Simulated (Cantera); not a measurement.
## Ta2O5 + H2 + H2O (hydrogen reduction and annealing atmospheres)

Feed: 1 mol Ta2O5, 1000 mol H2, 0.089 mol H2O, equilibrated at 21000 Pa.

Method: chemical equilibrium by Gibbs-energy minimisation in Cantera with the NASA 1993 tables (ideal gas, pure condensed phases). Candidate condensed phases: H2O, Ta, Ta2O5; 12 gas species. Mutual solubility and eutectic melting of coexisting phases are not modelled. Condensed phases not in the tables: N, O or C dissolved in the metal. Kinetics and transport are ignored.

| T (K) | log p H2 | log p H | log p H2O | log p TaO2 | log p TaO | log p OH | log p O | n Ta(s) | n Ta2O5(s) | n Ta2O5(l) |
|---|---|---|---|---|---|---|---|---|---|---|
| 1823 | -0.68 | -3.70 | -3.79 | -7.45 | -8.16 | -7.97 | -11.11 | 0.276 | 0.862 | 0 |
| 1848 | -0.68 | -3.61 | -3.73 | -7.23 | -7.94 | -7.80 | -10.85 | 0.319 | 0.840 | 0 |
| 1873 | -0.68 | -3.53 | -3.67 | -7.01 | -7.72 | -7.64 | -10.61 | 0.368 | 0.816 | 0 |
| 1898 | -0.68 | -3.45 | -3.62 | -6.79 | -7.51 | -7.48 | -10.37 | 0.420 | 0.789 | 0 |
| 1923 | -0.68 | -3.37 | -3.57 | -6.58 | -7.30 | -7.32 | -10.13 | 0.479 | 0.760 | 0 |
| 1948 | -0.68 | -3.29 | -3.52 | -6.38 | -7.10 | -7.17 | -9.91 | 0.542 | 0.728 | 0 |
| 1973 | -0.68 | -3.21 | -3.47 | -6.19 | -6.90 | -7.02 | -9.68 | 0.611 | 0.692 | 0 |
| 1998 | -0.68 | -3.13 | -3.42 | -5.99 | -6.71 | -6.88 | -9.47 | 0.687 | 0.654 | 0 |
| 2023 | -0.68 | -3.06 | -3.37 | -5.81 | -6.53 | -6.74 | -9.26 | 0.768 | 0.612 | 0 |
| 2048 | -0.68 | -2.99 | -3.33 | -5.62 | -6.34 | -6.60 | -9.05 | 0.856 | 0.565 | 0 |
| 2073 | -0.68 | -2.92 | -3.29 | -5.46 | -6.17 | -6.47 | -8.86 | 0.940 | 0 | 0.520 |
| 2098 | -0.68 | -2.85 | -3.25 | -5.30 | -6.01 | -6.35 | -8.67 | 1.02 | 0 | 0.475 |
log p: log10 of the partial pressure in bar; n: condensed amount in mol.

From 1823 K to 2048 K the condensed part is Ta(s) + Ta2O5(s). From 2073 K to 2098 K the condensed part is Ta(s) + Ta2O5(l). The main Ta-bearing gas is TaO2 throughout.
